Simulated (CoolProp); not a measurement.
Water along the isobar 70500 kPa: density (kg/m³) from the reference equation and from simpler models built on Tc = 647.1 K, pc = 22060 kPa, ω = 0.344; each cubic takes its own stable root.

Computed with CoolProp (reference Helmholtz-energy equation of state, Wagner 2002).

```
T (K)   phase  reference  van der Waals  Redlich-Kwong  Soave-Redlich-Kwong  Peng-Robinson
-----  ------  ---------  -------------  -------------  -------------------  -------------
454.6  liquid      925.6          458.5          646.4                670.3          754.6
463    liquid      918.0          455.5          640.1                664.0          747.6
471.4  liquid      910.2          452.4          633.8                657.6          740.4
479.8  liquid      902.2          449.2          627.3                651.0          733.0
488.1  liquid      894.1          446.1          620.8                644.3          725.5
496.5  liquid      885.7          442.9          614.2                637.3          717.6
504.9  liquid      877.1          439.7          607.4                630.2          709.6
513.3  liquid      868.2          436.5          600.5                622.9          701.3
521.7  liquid      859.1          433.2          593.6                615.3          692.7
530.1  liquid      849.8          429.8          586.5                607.6          683.9
538.4  liquid      840.4          426.5          579.4                599.8          675.0
546.8  liquid      830.5          423.1          572.1                591.7          665.7
555.2  liquid      820.4          419.7          564.7                583.3          656.0
```
